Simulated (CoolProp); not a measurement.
Vapour-liquid equilibrium of R134a (1) + R152A (2) at 309.4 K; x and y are mole fractions of (1).

The numbers come from the multi-fluid Helmholtz-energy mixture model, Tillner-Roth 1994 and Outcalt 1996; pair parameters Lemmon 2004 in CoolProp.

Task: Give the bubble pressure and the first vapour's composition at x = 0.05, 0.15, 0.25. Is there an azeotrope?

Result: x = 0.05: 8.231 bar, y = 0.052; x = 0.15: 8.272 bar, y = 0.156; x = 0.25: 8.328 bar, y = 0.261. No azeotrope shows between x = 0.05 and 0.95.

Pair parameters are fitted to limited data, so mixtures are less certain than the pure fluids.
